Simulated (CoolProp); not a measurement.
The fluid at 293.15 K and 0.0375 MPa is compressed adiabatically to 0.27 MPa with isentropic efficiency 0.8. The same conditions are run with several fluids, on thermodynamics alone (safety and materials aside).

Model: reference Helmholtz-energy equation of state of each fluid (n-pentane: Thol 2019; n-butane: Bücker 2006; chloromethane (R40): Thol 2014; ammonia: Gao 2020; ethane: Bücker 2006), in CoolProp.

Q: Rank n-pentane, n-butane, chloromethane (R40), ammonia, ethane by work (kJ/kg), highest first.

A: ammonia (443), ethane (232), chloromethane (R40) (144), n-butane (110), n-pentane (85.4)

| fluid | final temperature (K) | final density (kg/m³) |
|---|---|---|
| n-pentane | 346.8 | 7.36 |
| n-butane | 356.9 | 5.54 |
| chloromethane (R40) | 452.0 | 3.67 |
| ammonia | 490.0 | 1.13 |
| ethane | 411.6 | 2.39 |
